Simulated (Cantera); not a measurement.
**Ignition delay**

Mixture: 4.28 % CH4, 12.8 % O2, 82.9 % N2, equivalence ratio 0.67, at 1.00 bar, adiabatic and at constant volume. Ignition delay is the time to a rise of 400 K.

Model: GRI-Mech 3.0 (53 species, 325 reactions), integrated in Cantera.

```tsv
T0 (K)	delay (ms)
1300	15.4
1350	8.18
1400	4.49
1450	2.56
1500	1.52
1550	0.945
1600	0.610
1650	0.409
```

```json
{
 "apparent activation energy between 1550 and 1650 K": "180 kJ/mol"
}
```
